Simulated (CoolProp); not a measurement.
Vapour-liquid equilibrium of cyclohexane (1) + o-xylene (2) at 443.1 K; x and y are mole fractions of (1).

Values from CoolProp's multi-fluid Helmholtz-energy mixture model, Zhou 2014 and Zhou 2012; pair parameters Bell 2016.

| x | bubble pressure, mixture model (kPa) | bubble pressure, Raoult's law (kPa) | y, mixture model | y, Raoult's law |
|---|---|---|---|---|
| 0.05 | 229.9 | 221.5 | (withheld) | 0.183 |
| 0.15 | 304.8 | 283.3 | 0.443 | 0.428 |
| 0.25 | 374.7 | 345.2 | 0.587 | 0.586 |
| 0.35 | 439.7 | 407.0 | 0.683 | 0.696 |
| 0.45 | 500.6 | 468.8 | 0.753 | 0.776 |
| 0.55 | 558.3 | 530.6 | 0.809 | 0.838 |
| 0.65 | 613.8 | 592.4 | 0.857 | 0.887 |
| 0.75 | (withheld) | 654.3 | (withheld) | 0.927 |
| 0.85 | 723.5 | 716.1 | 0.939 | 0.960 |
| 0.95 | 779.8 | 777.9 | 0.980 | 0.988 |

Problem. Fill in the missing entries.

Solution. 
- 0.05, y, mixture model: 0.200
- 0.75, bubble pressure, mixture model (kPa): 668.5
- 0.75, y, mixture model: 0.899

The largest gap from Raoult's law is +8.5 % in bubble pressure, at x = 0.25. No azeotrope shows between x = 0.05 and 0.95.

Pair parameters are fitted to limited data, so mixtures are less certain than the pure fluids.
